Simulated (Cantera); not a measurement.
What does this Cantera script print?

```python
import numpy as np
import cantera as ct

gas = ct.Solution("gri30.yaml")
gas.TPX = 1975, 1333, {'NO': 0.37, 'N2': 0.38}
inlet = ct.Reservoir(gas, clone=True)

reactor = ct.IdealGasConstPressureReactor(gas, energy="off", clone=False)
exhaust = ct.Reservoir(gas, clone=True)
tau = [13, 3.4, 0.94, 0.26, 0.07, 0.019, 0.0052, 0.0014, 0.00039, 0.00011][0]
for a, b in ((inlet, reactor), (reactor, exhaust)):
    ct.MassFlowController(a, b, mdot=lambda t: reactor.mass / tau)
net = ct.ReactorNet([reactor])
show = ['NO', 'NO2', 'N2', 'O2', 'O', 'N2O']

rows = []
print(f"{'tau/s':>10s}{'T/K':>9s}" + "".join(f"{s:>11s}" for s in show))
for tau in [13, 3.4, 0.94, 0.26, 0.07, 0.019, 0.0052, 0.0014, 0.00039, 0.00011]:
    net.initial_time = 0.0
    net.advance(30 * tau)
    before = gas.X
    net.advance(40 * tau)
    drift = np.max(np.abs(gas.X - before) / (gas.X + 1e-9))
    rows.append([gas.T, *gas[show].X, drift])
    print(f"{tau:10.3e}{gas.T:9.1f}" + "".join(f"{x:11.3e}" for x in gas[show].X))
```

Output:

```
     tau/s      T/K         NO        NO2         N2         O2          O        N2O
 1.300e+01   1975.0  2.738e-01  3.991e-05  6.158e-01  1.087e-01  1.655e-03  1.909e-05
 3.400e+00   1975.0  4.266e-01  3.325e-05  5.396e-01  3.268e-02  1.036e-03  5.533e-05
 9.400e-01   1975.0  4.775e-01  1.944e-05  5.143e-01  7.461e-03  6.758e-04  7.685e-05
 2.600e-01   1975.0  4.896e-01  1.271e-05  5.083e-01  1.530e-03  4.730e-04  8.079e-05
 7.000e-02   1975.0  4.926e-01  7.576e-06  5.069e-01  2.018e-04  2.497e-04  6.853e-05
 1.900e-02   1975.0  4.932e-01  2.391e-06  5.067e-01  1.393e-05  7.469e-05  3.842e-05
 5.200e-03   1975.0  4.933e-01  3.825e-07  5.067e-01  8.416e-07  1.795e-05  1.422e-05
 1.400e-03   1975.0  4.933e-01  3.977e-08  5.067e-01  5.590e-08  4.515e-06  4.225e-06
 3.900e-04   1975.0  4.933e-01  3.508e-09  5.067e-01  4.237e-09  1.233e-06  1.210e-06
 1.100e-04   1975.0  4.933e-01  2.902e-10  5.067e-01  3.349e-10  3.457e-07  3.439e-07
```

Cantera simulation using GRI-Mech 3.0 (53 species, 325 reactions); the numbers are that mechanism's predictions, not measurements. Radical loss at walls, strong at low pressure, is not modelled.
